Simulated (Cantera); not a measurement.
A closed system holds: 1 mol HMDSO, a varied amount of CO2, at 1098 K and 20.0 mbar.

Cantera equilibrium calculation (NASA polynomials, part measured and part estimated; ideal gas, pure solids and liquids). Candidate condensed phases: C, C6H6, C7H8, C8H18, H2O, Si, SiC, SiO2; 123 gas species. The feed counts by its element totals alone. Rates play no part.

Which condensed phases are stable at each of these points (n(CO2) (mol)): 3.3, 3.9, 4.6, 5.4, 6.3, 7.3, 8.6, 10, 12, 14, 16, 19, 22?


| n(CO2) (mol) | condensed phases | Si condensed (%) |
|---|---|---|
| 3.3 | C(graphite) + SiO2(β-quartz) | 100.0 |
| 3.9 | C(graphite) + SiO2(β-quartz) | 100.0 |
| 4.6 | C(graphite) + SiO2(β-quartz) | 100.0 |
| 5.4 | C(graphite) + SiO2(β-quartz) | 100.0 |
| 6.3 | C(graphite) + SiO2(β-quartz) | 100.0 |
| 7.3 | C(graphite) + SiO2(β-quartz) | 100.0 |
| 8.6 | C(graphite) + SiO2(β-quartz) | 100.0 |
| 10 | SiO2(β-quartz) | 100.0 |
| 12 | SiO2(β-quartz) | 100.0 |
| 14 | SiO2(β-quartz) | 100.0 |
| 16 | SiO2(β-quartz) | 100.0 |
| 19 | SiO2(β-quartz) | 100.0 |
| 22 | SiO2(β-quartz) | 100.0 |

From 3.3 mol CO2 to 8.6 mol CO2 the condensed part is C(graphite) + SiO2(β-quartz). From 10 mol CO2 to 22 mol CO2 the condensed part is SiO2(β-quartz).
